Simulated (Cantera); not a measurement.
A closed system holds: 1 mol CH₃Cl, 0.35 mol F₂, held at 240 Pa.

Equilibrium computed with Cantera from the NASA thermochemical tables; the gas is ideal and each condensed phase is pure. Candidate condensed phases: C, C₆H₆, C₇H₈, C₈H₁₈; 118 gas species. Equilibrium is a limit: real reactors are often held back by kinetics, nucleation or transport. All values below are at 2225 °C.

Base state: HF 0.241, H 0.222, H₂ 0.190, HCl 0.189, Cl 0.156, C₂H₂ (acetylene) 0.00203, F 0.000585, C₃ 0.000201 (mole fractions); condensed: C(graphite).

**Question.** What changes in the equilibrium state with this change: pressure from 240 Pa to 10000 Pa?

**Answer.** 
```csv
species,before,after
HCl,0.189,0.368
HF,0.241,0.286
H₂,0.190,0.262
H,0.222,0.0404
Cl,0.156,0.0400
C₂,1.85e-5,4.44e-7
C₃,0.000201,4.82e-6
C,6.75e-5,1.62e-6
"C(graphite), mol",0.985,0.986
```

**Question.** What changes in the equilibrium state with this change: F₂ from 0.35 to 2.3 mol?

**Answer.** 
| species | before | after |
|---|---|---|
| HF | 0.241 | 0.542 |
| F | 0.000585 | 0.250 |
| Cl | 0.156 | 0.180 |
| H | 0.222 | 0.00117 |
| CF₂ | 9.47e-8 | 0.0173 |
| H₂ | 0.190 | 5.26e-6 |
| HCl | 0.189 | 0.00115 |
| C₂H₂ (acetylene) | 0.00203 | 5.64e-8 |
| CF₃ | <1e-9 | 2.94e-5 |
| ClF | 3.13e-8 | 1.55e-5 |
| C(graphite), mol | 0.985 | 0.856 |
